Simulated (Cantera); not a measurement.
Input: 1 mol C2H2, 71 mol H2, at 600 K and 99.0 Pa.

Method: chemical equilibrium by Gibbs-energy minimisation in Cantera with the NASA 1993 tables (ideal gas, pure condensed phases). Candidate condensed phases: C, C6H6, C7H8, C8H18; 76 gas species. Kinetics and transport are ignored.

Base state: H2 0.971, CH4 0.0286 (mole fractions); condensed: gas only.

Question: What changes in the equilibrium state with this change: temperature from 600 K to 900 K?

Answer: 
```json
[
 {"species": "H2", "before": "0.971", "after": "1.000"},
 {"species": "CH4", "before": "0.0286", "after": "0.000309"},
 {"species": "C(graphite), mol", "before": "0", "after": "1.98"}
]
```
